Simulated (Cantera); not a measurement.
A closed system holds: 1 mol SiHCl3, 920 mol H2, held at 1150 °C and 2200 Pa.

Cantera equilibrium calculation (NASA polynomials, part measured and part estimated; ideal gas, pure solids and liquids). Candidate condensed phases: Si; 19 gas species. Equilibrium is a limit: real reactors are often held back by kinetics, nucleation or transport.

Base state: H2 0.997, HCl 0.00319, H 4.47e-5, SiCl2 3.08e-5 (mole fractions); condensed: Si(s).

Task: What changes in the equilibrium state with this change: H2 from 920 to 29 mol?

Result: 
| species | before | after |
|---|---|---|
| H2 | 0.997 | 0.919 |
| HCl | 0.00319 | 0.0658 |
| SiCl2 | 3.08e-5 | 0.0142 |
| SiCl4 | <1e-9 | 0.000103 |
| SiCl3 | 6.14e-8 | 0.000608 |
| SiHCl3 | 1.17e-8 | 0.000112 |
| SiH2Cl2 | 4.34e-8 | 1.85e-5 |
| Si(s), mol | 0.971 | 0.534 |
The tables' values for SiCl3 are old estimates; treat these amounts as uncertain.
